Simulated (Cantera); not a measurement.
# Chemical vapour transport: AlN + Br₂ + H₂

A closed system holds: 1 mol AlN, a varied amount of Br₂, 2.6 mol H₂, at 873.15 K and 2.00 bar.

Cantera equilibrium calculation (NASA polynomials, part measured and part estimated; ideal gas, pure solids and liquids). Candidate condensed phases: Al, AlBr₃, AlN, Br₂; 19 gas species. The numbers say what is thermodynamically allowed, not how fast it happens.

| n(Br₂) (mol) | x H₂ | x HBr | x AlBr₃ | x N₂ | x Al₂Br₆ | x NH₃ | x Br | x Br₂ | n AlN(s) |
|---|---|---|---|---|---|---|---|---|---|
| 0.012 | 0.991 | 0.00853 | 0.000221 | 9.59e-5 | 2.47e-8 | 2.93e-5 | 1.64e-9 | 5.02e-12 | 0.999 |
| 0.016 | 0.988 | 0.0111 | 0.000373 | 0.000167 | 7.03e-8 | 3.85e-5 | 2.15e-9 | 8.56e-12 | 0.999 |
| 0.022 | 0.984 | 0.0148 | 0.000658 | 0.000304 | 2.19e-7 | 5.15e-5 | 2.86e-9 | 1.53e-11 | 0.998 |
| 0.029 | 0.980 | 0.0189 | 0.00107 | 0.000501 | 5.76e-7 | 6.57e-5 | 3.66e-9 | 2.49e-11 | 0.997 |
| 0.039 | 0.973 | 0.0243 | 0.00177 | 0.000842 | 1.58e-6 | 8.44e-5 | 4.72e-9 | 4.14e-11 | 0.995 |
| 0.053 | 0.964 | 0.0312 | 0.00293 | 0.00141 | 4.34e-6 | 0.000108 | 6.09e-9 | 6.89e-11 | 0.992 |
| 0.071 | 0.954 | 0.0391 | 0.00466 | 0.00227 | 1.10e-5 | 0.000135 | 7.69e-9 | 1.10e-10 | 0.988 |
| 0.096 | 0.940 | 0.0490 | 0.00737 | 0.00363 | 2.75e-5 | 0.000166 | 9.69e-9 | 1.75e-10 | 0.980 |
| 0.13 | 0.922 | 0.0605 | 0.0114 | 0.00569 | 6.63e-5 | 0.000202 | 1.21e-8 | 2.72e-10 | 0.968 |
| 0.17 | 0.903 | 0.0722 | 0.0166 | 0.00832 | 0.000139 | 0.000237 | 1.46e-8 | 3.95e-10 | 0.953 |
| 0.23 | 0.875 | 0.0868 | 0.0247 | 0.0125 | 0.000308 | 0.000277 | 1.78e-8 | 5.90e-10 | 0.929 |
| 0.31 | 0.843 | 0.103 | 0.0356 | 0.0183 | 0.000642 | 0.000317 | 2.15e-8 | 8.56e-10 | 0.893 |
| 0.42 | 0.802 | 0.119 | 0.0505 | 0.0263 | 0.00129 | 0.000353 | 2.56e-8 | 1.22e-9 | 0.840 |
x: gas mole fraction; n: condensed amount in mol.

From 0.012 mol Br₂ to 0.42 mol Br₂ the condensed part is AlN(s). The main Al-bearing gas is AlBr₃ throughout.
